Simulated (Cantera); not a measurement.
Charge: 1 mol Pb, 0.23 mol H2, held at 1473 K and 1000 Pa.

These are equilibrium values from Cantera (NASA tables, ideal gas, pure condensed phases), not measurements of a reactor. Candidate condensed phases: Pb; 4 gas species. Kinetics and transport are ignored.

Base state: Pb 0.813, H2 0.187, Pb2 0.000123, H 5.47e-5 (mole fractions); condensed: gas only.

What changes in the equilibrium state with this change: Pb replaced by HgO?


| species | before | after |
|---|---|---|
| Hg | 0 | 0.619 |
| O2 | 0 | 0.238 |
| H2O | 0 | 0.142 |
| Pb | 0.813 | 0 |
| H2 | 0.187 | 3.82e-6 |
| OH | 0 | 0.000240 |
| Pb2 | 0.000123 | 0 |
| O | 0 | 1.36e-5 |
| H | 5.47e-5 | 2.47e-7 |
Further candidate phases: H2O, Hg, HgO.
